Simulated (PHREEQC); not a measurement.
Consider water at 44 °C with 0.0031 mol HCl, 0.0018 mol MnSO4 and 0.0038 mol MgSO4 per kg of water. Closed to the air; pH follows from the charge balance.

All values are PHREEQC results (ion-association model, wateq4f.dat), not measurements.

No solid was allowed to form.

Task: Order these S species by the share of S that they hold, largest first: MgSO4, SO4-2, HSO4-, MnSO4.

Result: SO4-2 (59 %), MgSO4 (20 %), HSO4- (13 %), MnSO4 (7.2 %)

The pH is 2.67 and the ionic strength 0.0178 mol/kgw. Constants without temperature data keep their 25 °C values here.
